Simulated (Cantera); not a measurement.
What does this Cantera script print?

```python
import numpy as np
import cantera as ct

gas = ct.Solution("gri30.yaml")
gas.TPX = 1225, 13332, {'CO': 0.0062, 'O2': 0.007, 'H2O': 0.015, 'N2': 1}
inlet = ct.Reservoir(gas, clone=True)

reactor = ct.IdealGasConstPressureReactor(gas, energy="off", clone=False)
exhaust = ct.Reservoir(gas, clone=True)
tau = [0.63, 0.31, 0.15, 0.075, 0.037, 0.018, 0.0089, 0.0044][0]
for a, b in ((inlet, reactor), (reactor, exhaust)):
    ct.MassFlowController(a, b, mdot=lambda t: reactor.mass / tau)
net = ct.ReactorNet([reactor])
show = ['CO', 'O2', 'H2O', 'OH', 'O', 'H2O2']

rows = []
print(f"{'tau/s':>10s}{'T/K':>9s}" + "".join(f"{s:>11s}" for s in show))
for tau in [0.63, 0.31, 0.15, 0.075, 0.037, 0.018, 0.0089, 0.0044]:
    net.initial_time = 0.0
    net.advance(30 * tau)
    before = gas.X
    net.advance(40 * tau)
    drift = np.max(np.abs(gas.X - before) / (gas.X + 1e-9))
    rows.append([gas.T, *gas[show].X, drift])
    print(f"{tau:10.3e}{gas.T:9.1f}" + "".join(f"{x:11.3e}" for x in gas[show].X))
```

Output:

```
     tau/s      T/K         CO         O2        H2O         OH          O       H2O2
 6.300e-01   1225.0  3.277e-04  4.006e-03  1.436e-02  1.016e-04  8.354e-05  3.194e-08
 3.100e-01   1225.0  5.118e-04  4.128e-03  1.423e-02  1.234e-04  1.257e-04  3.667e-08
 1.500e-01   1225.0  8.002e-04  4.313e-03  1.406e-02  1.474e-04  1.840e-04  3.995e-08
 7.500e-02   1225.0  1.215e-03  4.564e-03  1.388e-02  1.690e-04  2.514e-04  4.153e-08
 3.700e-02   1225.0  1.840e-03  4.905e-03  1.372e-02  1.851e-04  3.187e-04  4.183e-08
 1.800e-02   1225.0  2.756e-03  5.350e-03  1.370e-02  1.874e-04  3.565e-04  4.084e-08
 8.900e-03   1225.0  3.919e-03  5.862e-03  1.389e-02  1.652e-04  3.233e-04  3.725e-08
 4.400e-03   1225.0  5.103e-03  6.364e-03  1.424e-02  1.106e-04  2.034e-04  2.634e-08
```

Detailed kinetics in Cantera: GRI-Mech 3.0 (53 species, 325 reactions).
